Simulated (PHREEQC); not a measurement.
A solution holds 0.049 mol NaH2PO4, 0.00134 mol H2SO4 and 5.2e-05 mol ZnSO4 per kg of water, at 25 °C. Closed to the air; pH follows from the charge balance.

Model: ion-association model, wateq4f.dat, run in PHREEQC.

Precipitation was switched off in this run.

Q: Order these S species by the share of S that they hold, largest first: ZnSO4, SO4-2, NaSO4-, HSO4-.

A: SO4-2 (88 %), NaSO4- (9.8 %), HSO4- (1.9 %), ZnSO4 (0.22 %)

The pH is 3.41 and the ionic strength 0.0507 mol/kgw. H3PO4, which wateq4f.dat lacks, is added to it with the constant of phreeqc.dat. The database has no phosphate complexes of Zn.
